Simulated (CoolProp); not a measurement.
Vapour-liquid equilibrium of cyclopentane (1) + octamethylcyclotetrasiloxane (D4) (2) at 85.8 kPa; x and y are mole fractions of (1).

Values from CoolProp's multi-fluid Helmholtz-energy mixture model, Gedanitz 2015 and Thol 2015; pair parameters Bell 2016.

Task: Give the bubble temperature and the first vapour's composition at x = 0.425, 0.575, 0.95. Is there an azeotrope?

Result: x = 0.425: 352.0 K, y = 0.976; x = 0.575: 338.8 K, y = 0.991; x = 0.95: 319.1 K, y = 1.000. No azeotrope shows between x = 0.05 and 0.95.

The pair parameters rest on a limited set of measurements; away from them the model extrapolates.
